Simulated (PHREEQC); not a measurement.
**Alkaline etch or developer: speciation**

Solution (50 °C): 0.0068 mol/kgw TMAH and 9.1e-06 mol/kgw CO2. Closed to the air; pH follows from the charge balance.

The numbers come from PHREEQC with the ion-association model, phreeqc.dat.

No solid was allowed to form.

Problem. Estimate the pH.

Solution. pH 11.05.

Problem. In which forms is C present?

Solution. CO3-2 91 %, HCO3- 9.2 % of the C.

(CH3)4N+ isn't in the database: it is added as a free cation with an ion size of 4 Å. At this temperature some constants are extrapolated from 25 °C, and those without enthalpy data are left unchanged.
